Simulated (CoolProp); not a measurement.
Saturation properties of 1,2-dichloroethane.

Values from CoolProp's reference Helmholtz-energy equation of state, Thol 2015.

```
T (K)  p (bar)  liquid density (kg/m³)  vapour density (kg/m³)  enthalpy of vaporisation (kJ/kg)
-----  -------  ----------------------  ----------------------  --------------------------------
316     0.2331                    1219                  0.8865                             345.7
326.4   0.3537                    1204                   1.307                             340.4
336.8   0.5207                    1188                   1.874                             335.0
347.2   0.7463                    1172                   2.620                             329.5
357.6    1.044                    1155                   3.583                             323.7
368      1.428                    1138                   4.803                             317.8
378.4    1.916                    1121                   6.326                             311.7
388.8    2.524                    1103                   8.201                             305.3
399.2    3.272                    1085                   10.49                             298.6
409.6    4.178                    1066                   13.24                             291.6
420      5.264                    1047                   16.54                             284.3
430.5    6.564                    1026                   20.50                             276.5
440.9    8.077                    1006                   25.15                             268.3
```

It boils at 356.6 K under 1 atm.
